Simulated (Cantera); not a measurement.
Cantera run, input and output.

```python
import numpy as np
import cantera as ct

surf = ct.Interface("ptcombust.yaml", "Pt_surf")
gas = surf.adjacent["gas"]
gas.TPX = 750, 500000, {'CO': 0.0048, 'O2': 0.041, 'N2': 0.79}
surf.TP = 750, 500000
reactor = ct.FlowReactor(gas, clone=False)
reactor.area = 0.0001  # m2
reactor.surface_area_to_volume_ratio = 8500  # 1/m
reactor.mass_flow_rate = 0.23 * reactor.area * gas.density  # inlet velocity 0.23 m/s
reactor.energy_enabled = False
wall = ct.ReactorSurface(surf, reactor, clone=False)
net = ct.ReactorNet([reactor])
net.rtol, net.atol = 1e-8, 1e-16
show, cover = ['CO', 'O2', 'H2O', 'CO2'], ['PT(S)', 'H(S)', 'O(S)', 'OH(S)', 'CO(S)', 'C(S)']

rows = []
print(f"{'z/m':>9s}{'u/(m/s)':>9s}" + "".join(f"{s:>13s}" for s in show + cover))
for z in [0.00039, 0.00069, 0.0012, 0.0022, 0.0039, 0.0069, 0.012, 0.022, 0.039]:
    net.advance(z)
    rows.append([reactor.speed, *gas[show].X, *surf[cover].coverages])
    print(f"{z:9.4g}{rows[-1][0]:9.3g}" + "".join(f"{x:13.4e}" for x in rows[-1][1:]))
```

Output:

```
      z/m  u/(m/s)           CO           O2          H2O          CO2        PT(S)         H(S)         O(S)        OH(S)        CO(S)         C(S)
  0.00039    0.229   6.8094e-04   4.6641e-02   1.3943e-29   5.0766e-03   1.4117e-02  -1.0446e-25   9.8562e-01  -1.0738e-18   2.6174e-04   3.6708e-18
  0.00069    0.229   3.5868e-04   4.6487e-02   1.3732e-30   5.3998e-03   1.3191e-02  -2.8255e-25   9.8669e-01  -1.4539e-20   1.2025e-04   1.5741e-18
   0.0012    0.229   1.3482e-04   4.6381e-02   9.5711e-31   5.6243e-03   1.2648e-02   1.7986e-24   9.8731e-01   3.9593e-18   4.1527e-05   5.2088e-19
   0.0022    0.229   2.2131e-05   4.6327e-02  -3.4660e-32   5.7373e-03   1.2399e-02   8.4559e-26   9.8759e-01   1.7496e-19   6.5496e-06   8.0516e-20
   0.0039    0.229   1.0870e-06   4.6317e-02  -1.8835e-32   5.7584e-03   1.2355e-02   3.3957e-26   9.8765e-01   7.1128e-20   3.1936e-07   3.9116e-21
   0.0069    0.229   5.3951e-09   4.6316e-02  -9.0733e-34   5.7595e-03   1.2352e-02   3.2613e-26   9.8765e-01   6.8325e-20   1.5844e-09   1.9403e-23
    0.012    0.229   6.5341e-13   4.6316e-02  -2.2583e-34   5.7595e-03   1.2352e-02   3.1349e-26   9.8765e-01   6.5678e-20   1.9190e-13   2.3499e-27
    0.022    0.229  -1.3920e-17   4.6316e-02   1.0365e-35   5.7595e-03   1.2352e-02   2.6929e-26   9.8765e-01   5.6417e-20  -7.5972e-33  -1.3163e-43
    0.039    0.229  -1.3920e-17   4.6316e-02   5.2750e-37   5.7595e-03   1.2352e-02   1.0402e-26   9.8765e-01   2.1792e-20   1.7321e-34   2.1032e-48
```

Computed with Cantera and Deutschmann's 1995 Pt surface mechanism with GRI-Mech 3.0 gas chemistry. Catalytic surfaces can have several steady states; this one follows from the mechanism file's or the stated starting coverage. Mass transfer to the wall is taken as infinitely fast.
